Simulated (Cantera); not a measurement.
A perfectly stirred reactor is fed with 71.4 % CH4, 28.6 % CO2, at 5.00 bar; it is held at 1998 K, and followed from long to short residence time.

Cantera simulation using GRI-Mech 3.0 (53 species, 325 reactions); the numbers are that mechanism's predictions, not measurements. GRI-Mech 3.0 stops at C3 and has no aromatics, soot or wall deposition, so with more carbon than oxygen in the feed, carbon stays in small species such as C2H2 where larger ones or solid carbon would form.

One state of this run: x CH4 = 0.0792; x CO2 = 0.0321; x CH2O = 5.94e-6; x H2 = 0.444; x C2H = 2.94e-6; x H2O = 0.105; x C2H2 = 0.155. x: mole fraction; the columns are a selection and need not sum to one.

Problem. Which value of τ (s) does it belong to?
A) 0.13
B) 0.37
C) 0.0019
D) 1.1

Solution. C, 0.0019
